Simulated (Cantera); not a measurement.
A closed system holds: 1 mol C2H6, 0.02 mol NH3, a varied amount of H2, 1.1 mol O2, equilibrated at 1600 K and 0.00120 bar.

These are equilibrium values from Cantera (NASA tables, ideal gas, pure condensed phases), not measurements of a reactor. Candidate condensed phases: C, C6H6, C7H8, C8H18, H2O; 136 gas species. The numbers say what is thermodynamically allowed, not how fast it happens.

Task: At 22 mol H2, list the 4 most abundant gas species with their mole fractions, and the condensed phases.

Result: H2 0.917, CO 0.0737, H2O 0.00720, H 0.00150. Condensed: gas only.
